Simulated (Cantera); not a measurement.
Gas mixture: CH3OH : N2 : H2 : C2H6 = 0.35 : 0.49 : 0.79 : 0.17 (molar parts), at 1330 Pa, frozen composition.

Cantera's kinetic-theory transport with the Lennard-Jones parameters of GRI-Mech 3.0, ideal gas; thermal conductivity in the mixture-averaged form. Polar gases are described roughly by these parameters. The composition is frozen, though it would react at the higher temperatures.

D: mixture-averaged diffusion coefficient of that species in the mixture.

```json
[
 {"T (K)": "400", "ρ (kg/m³)": "0.00705", "cp (J/kg/K)": "2103", "μ (µPa s)": "___", "λ (mW/m/K)": "84.5", "Pr": "0.415", "D (cm²/s) N2": "38.0", "D (cm²/s) NH3": "35.5", "D (cm²/s) NO": "33.3"},
 {"T (K)": "500", "ρ (kg/m³)": "0.00564", "cp (J/kg/K)": "2266", "μ (µPa s)": "___", "λ (mW/m/K)": "103", "Pr": "0.442", "D (cm²/s) N2": "56.5", "D (cm²/s) NH3": "54.2", "D (cm²/s) NO": "49.3"},
 {"T (K)": "600", "ρ (kg/m³)": "0.00470", "cp (J/kg/K)": "2421", "μ (µPa s)": "___", "λ (mW/m/K)": "121", "Pr": "0.465", "D (cm²/s) N2": "77.8", "D (cm²/s) NH3": "76.2", "D (cm²/s) NO": "67.7"},
 {"T (K)": "700", "ρ (kg/m³)": "0.00403", "cp (J/kg/K)": "2562", "μ (µPa s)": "___", "λ (mW/m/K)": "138", "Pr": "0.485", "D (cm²/s) N2": "102", "D (cm²/s) NH3": "101", "D (cm²/s) NO": "88.1"},
 {"T (K)": "800", "ρ (kg/m³)": "0.00352", "cp (J/kg/K)": "2688", "μ (µPa s)": "___", "λ (mW/m/K)": "156", "Pr": "0.500", "D (cm²/s) N2": "128", "D (cm²/s) NH3": "129", "D (cm²/s) NO": "111"},
 {"T (K)": "900", "ρ (kg/m³)": "0.00313", "cp (J/kg/K)": "2802", "μ (µPa s)": "31.6", "λ (mW/m/K)": "173", "Pr": "0.513", "D (cm²/s) N2": "156", "D (cm²/s) NH3": "159", "D (cm²/s) NO": "135"},
 {"T (K)": "1000", "ρ (kg/m³)": "0.00282", "cp (J/kg/K)": "2911", "μ (µPa s)": "34.1", "λ (mW/m/K)": "189", "Pr": "0.524", "D (cm²/s) N2": "187", "D (cm²/s) NH3": "191", "D (cm²/s) NO": "161"},
 {"T (K)": "1100", "ρ (kg/m³)": "0.00256", "cp (J/kg/K)": "3004", "μ (µPa s)": "36.5", "λ (mW/m/K)": "206", "Pr": "0.533", "D (cm²/s) N2": "219", "D (cm²/s) NH3": "226", "D (cm²/s) NO": "189"},
 {"T (K)": "1200", "ρ (kg/m³)": "0.00235", "cp (J/kg/K)": "3089", "μ (µPa s)": "38.9", "λ (mW/m/K)": "223", "Pr": "0.539", "D (cm²/s) N2": "254", "D (cm²/s) NH3": "263", "D (cm²/s) NO": "219"}
]
```

Task: Complete the blanks.

Result: 
- 400, μ (µPa s): 16.7
- 500, μ (µPa s): 20.1
- 600, μ (µPa s): 23.2
- 700, μ (µPa s): 26.2
- 800, μ (µPa s): 28.9
